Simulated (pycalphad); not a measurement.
Effect of Si content in Cu-Si

All values are pycalphad results on the COST 507 light-alloy database (1999) (1 atm), not direct measurements. The data set is of 1999 and partly superseded. Phase fractions are per mole of atoms.

```json
[
 {"alloy": "Cu-31.3Si (at.%)", "liquidus (°C)": "(withheld)", "first solid": "DIAMOND_A4", "solidus (°C)": "801", "phases at 877 °C": "(withheld)"},
 {"alloy": "Cu-46.95Si (at.%)", "liquidus (°C)": "1039", "first solid": "DIAMOND_A4", "solidus (°C)": "801", "phases at 877 °C": "LIQUID 0.81, DIAMOND_A4 0.19"},
 {"alloy": "Cu-62.6Si (at.%)", "liquidus (°C)": "1167", "first solid": "DIAMOND_A4", "solidus (°C)": "801", "phases at 877 °C": "LIQUID 0.57, DIAMOND_A4 0.43"},
 {"alloy": "Cu-93.9Si (at.%)", "liquidus (°C)": "1382", "first solid": "DIAMOND_A4", "solidus (°C)": "801", "phases at 877 °C": "DIAMOND_A4 0.91, LIQUID 0.09"}
]
```

Q: What belongs in the gaps?

A: 
- Cu-31.3Si (at.%), liquidus (°C): 815
- Cu-31.3Si (at.%), phases at 877 °C: LIQUID 1.00

DIAMOND_A4 is diamond (Si).
